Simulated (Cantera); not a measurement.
A closed system holds: 1 mol B2O3, a varied amount of F2, at 1073 K and 0.133 bar.

These are equilibrium values from Cantera (NASA tables, ideal gas, pure condensed phases), not measurements of a reactor. Candidate condensed phases: B, B2O3; 21 gas species. Kinetics and transport are ignored.

x: gas mole fraction; n: condensed amount in mol.

| n(F2) (mol) | x BF3 | x O2 | x F2 | x F | x B3O3F3 | n B2O3(l) |
|---|---|---|---|---|---|---|
| 0.82 | 0.512 | 0.428 | <1e-12 | 1.60e-10 | 0.0594 | 0.670 |
| 1.3 | 0.512 | 0.428 | <1e-12 | 1.60e-10 | 0.0594 | 0.476 |
| 2 | 0.512 | 0.428 | <1e-12 | 1.60e-10 | 0.0594 | (withheld) |
| 3 | 0.571 | 0.429 | <1e-12 | 5.92e-8 | <1e-12 | 0 |
| 4.7 | 0.342 | 0.256 | 0.179 | 0.223 | <1e-12 | 0 |
| 7.2 | (withheld) | (withheld) | (withheld) | (withheld) | <1e-12 | 0 |
| 11 | 0.145 | 0.108 | 0.409 | 0.338 | <1e-12 | 0 |

Question: What belongs in the gaps?

Answer: 
- 2, n B2O3(l): 0.194
- 7.2, x BF3: 0.221
- 7.2, x O2: 0.166
- 7.2, x F2: 0.316
- 7.2, x F: 0.297
